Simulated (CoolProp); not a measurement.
The numbers come from the reference Helmholtz-energy equation of state, Tillner-Roth 1997 in CoolProp.

Question: For CH2F2 (R32), give the phase and the cv (kJ/(kg K)), Joule-Thomson coefficient (K/MPa), expansivity (1/kK), conductivity (mW/(m K)) at 210.3 K and 2890 kPa.

Answer: 
- 210.3 K and 2890 kPa: liquid; cv 0.949, Joule-Thomson coefficient -0.285, expansivity 2.11, conductivity 202

Thermal conductivity comes from a separate model (Huber 2003), an estimate that may be off by 10 % or more.
